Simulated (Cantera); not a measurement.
A diamond (100) surface in a fixed gas of H2 with x(CH4) = 0.02, x(H) = 0.015, x(CH3) = 0.00085, at 1348 K; coverages are run to steady state.

Detailed kinetics in Cantera: the Harris–Goodwin 1993 mechanism for the reconstructed diamond (100) surface.

One state of this run: growth (µm/h) = 3.36; θ c6HH = 0.353; θ c6H* = 0.0543; θ c6*H = 0.537; θ c6** = 0.0539; θ c6HM = 0.000297. θ: site fractions in the mechanism's names (c6HH fully hydrogenated, c6H* and c6*H radical sites, c6** diradical, c6HM methylated).

Q: Which value of P (Pa) does it belong to?
A. 34000
B. 10000
C. 1000
D. 1800

A: D, 1800
